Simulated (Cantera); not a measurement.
Cantera with NASA thermochemical tables; ideal gases at 1 bar, condensed phases pure. Values are per mole of reaction as written; species without (g) are pure solids or liquids, kept so even where they would boil at 1 bar.

Nb + O₂(g) → NbO₂(g)

```csv
T (K),ΔH° (kJ),ΔS° (J/K),ΔG° (kJ),log10 K
1750,-211.7,17.6,-242.5,7.24
1800,…,…,…,…
1850,-212.8,16.9,-244.2,6.89
1900,-213.5,16.6,-245.0,6.74
1950,-214.1,16.3,-245.8,6.59
2000,-214.8,15.9,-246.7,6.44
2050,…,…,…,…
```

What belongs in the gaps?


- 1800, ΔH° (kJ): -212.2
- 1800, ΔS° (J/K): 17.3
- 1800, ΔG° (kJ): -243.3
- 1800, log10 K: 7.06
- 2050, ΔH° (kJ): -215.5
- 2050, ΔS° (J/K): 15.6
- 2050, ΔG° (kJ): -247.4
- 2050, log10 K: 6.30
